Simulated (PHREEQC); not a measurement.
Consider water at 25 °C with 0.015 mol Al2(SO4)3, 0.26 mol ZnCl2, 0.4 mol H2SO4 and 0.23 mol NaCl per kg of water. Closed to the air; pH follows from the charge balance.

All values are PHREEQC results (ion-association model, phreeqc.dat), not measurements.

This is a speciation only: nothing precipitates in the calculation.

Q: What pH does the model give?

A: pH 0.44.

Q: In which forms is Cl present?

A: Cl- 86 %, ZnCl+ 5.8 %, ZnCl3- 3.0 %, ZnCl4-2 3.0 %, ZnCl2 2.0 % of the Cl.

Caution: at this ionic strength the ion-association model is outside its range; a Pitzer model would be the better tool where its parameters exist.
